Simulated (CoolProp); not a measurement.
Properties of hexamethyldisiloxane (MM) at several states (Tc = 245.6 °C, pc = 19.31 bar, ω = 0.418).

Values from CoolProp's reference Helmholtz-energy equation of state, Thol 2016.

| T (°C) | p (bar) | phase | density (kg/m³) |
|---|---|---|---|
| 240.95 | 0.442 | gas | 1.693 |
| 246.05 | 0.258 | gas | 0.9751 |
| 77.75 | 0.131 | gas | 0.7363 |
